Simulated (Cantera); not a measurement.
Adiabatic ignition

An adiabatic, constant-volume homogeneous reactor starts with CH4 : O2 : N2 : H2O = 1 : 3.51 : 13.2 : 0.4 (molar parts), equivalence ratio 0.57, at 1500 K and 1.01 bar.

Computed with Cantera and GRI-Mech 3.0 (53 species, 325 reactions).

```tsv
t (s)	T (K)	P (bar)	x CH4	x O2	x H2O	x HCN	x NO2	x HCO
3.00e-6	1500	1.01	0.0552	0.194	0.0221	<1e-12	<1e-12	<1e-12
1.19e-5	1500	1.01	0.0552	0.194	0.0221	<1e-12	<1e-12	<1e-12
4.75e-5	1500	1.01	0.0552	0.194	0.0221	<1e-12	<1e-12	9.70e-12
0.000189	1500	1.01	0.0551	0.194	0.0221	<1e-12	<1e-12	4.87e-10
0.000754	1519	1.03	0.0516	0.191	0.0248	1.88e-12	<1e-12	2.23e-7
0.00300	2640	1.81	<1e-12	0.0778	0.118	3.47e-11	5.35e-6	3.87e-9
0.0119	2629	1.80	<1e-12	0.0743	0.118	4.84e-11	9.93e-6	3.61e-9
0.0475	2629	1.80	<1e-12	0.0742	0.118	4.88e-11	1.01e-5	3.61e-9
0.189	2629	1.80	<1e-12	0.0742	0.118	4.88e-11	1.01e-5	3.61e-9
0.754	2629	1.80	<1e-12	0.0742	0.118	4.88e-11	1.01e-5	3.61e-9
3.00	2629	1.80	<1e-12	0.0742	0.118	4.88e-11	1.01e-5	3.61e-9
```
x: mole fraction; the columns are a selection and need not sum to one.

```json
{
 "time_of_steepest_temperature_rise": "0.958 ms",
 "temperature at 3.00 s": "2629 K",
 "equilibrium_temperature": "2629 K",
 "x(CH4) at 3.00 s": "<1e-12 (gas-phase equilibrium <1e-12)",
 "x(O2) at 3.00 s": "0.0742 (gas-phase equilibrium 0.0742)",
 "x(H2O) at 3.00 s": "0.118 (gas-phase equilibrium 0.118)"
}
```
